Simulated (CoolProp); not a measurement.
Vapour-liquid equilibrium of acetone (1) + n-heptane (2) at 0.642 MPa; x and y are mole fractions of (1).

The numbers come from the multi-fluid Helmholtz-energy mixture model, Lemmon 2006 and Span 2003; pair parameters Bell 2016 in CoolProp.

```json
[
 {"x": "0.05", "bubble temperature (°C)": "166.3", "y at the bubble point": "0.189", "dew temperature at overall composition x (°C)": "174.0", "liquid density (mol/L)": "5.517"},
 {"x": "0.15", "bubble temperature (°C)": "151.2", "y at the bubble point": "0.434", "dew temperature at overall composition x (°C)": "168.5", "liquid density (mol/L)": "5.957"},
 {"x": "0.25", "bubble temperature (°C)": "141.7", "y at the bubble point": "0.571", "dew temperature at overall composition x (°C)": "162.8", "liquid density (mol/L)": "6.377"},
 {"x": "0.35", "bubble temperature (°C)": "135.5", "y at the bubble point": "0.654", "dew temperature at overall composition x (°C)": "156.7", "liquid density (mol/L)": "6.806"},
 {"x": "0.45", "bubble temperature (°C)": "131.5", "y at the bubble point": "0.710", "dew temperature at overall composition x (°C)": "150.2", "liquid density (mol/L)": "7.268"},
 {"x": "0.55", "bubble temperature (°C)": "128.6", "y at the bubble point": "0.754", "dew temperature at overall composition x (°C)": "143.2", "liquid density (mol/L)": "7.784"},
 {"x": "0.65", "bubble temperature (°C)": "126.4", "y at the bubble point": "0.794", "dew temperature at overall composition x (°C)": "135.8", "liquid density (mol/L)": "8.376"},
 {"x": "0.75", "bubble temperature (°C)": "124.7", "y at the bubble point": "0.835", "dew temperature at overall composition x (°C)": "128.8", "liquid density (mol/L)": "9.069"},
 {"x": "0.85", "bubble temperature (°C)": "123.4", "y at the bubble point": "0.885", "dew temperature at overall composition x (°C)": "124.2", "liquid density (mol/L)": "9.885"},
 {"x": "0.95", "bubble temperature (°C)": "122.7", "y at the bubble point": "0.954", "dew temperature at overall composition x (°C)": "122.7", "liquid density (mol/L)": "10.85"}
]
```

No azeotrope shows between x = 0.05 and 0.95.

Pair parameters are fitted to limited data, so mixtures are less certain than the pure fluids.
